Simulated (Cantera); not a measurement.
Feed: 1 mol Si, 0.1 mol N₂O, 12 mol H₂, held at 1500 °C.

Cantera equilibrium calculation (NASA polynomials, part measured and part estimated; ideal gas, pure solids and liquids). Candidate condensed phases: H₂O, Si, SiO₂, Si₂N₂O, Si₃N₄; 35 gas species. Mutual solubility and eutectic melting of coexisting phases are not modelled. Gases not in the tables: Si₂H₆ and higher silanes. Kinetics and transport are ignored.

Task: What share of the Si ends up in condensed phases as a function of P (Pa), at 0.100, 1.50, 22, 320, 4600, 68000, 1000000?

Result: 
| P (Pa) | Si condensed (%) | as |
|---|---|---|
| 0.100 | 0.0 | - |
| 1.50 | 0.0 | - |
| 22 | 77.5 | Si(l) |
| 320 | 89.1 | Si(l) |
| 4600 | 89.9 | Si(l) |
| 68000 | 98.0 | Si(l) + Si₂N₂O(s) |
| 1000000 | 99.8 | Si(l) + Si₂N₂O(s) |
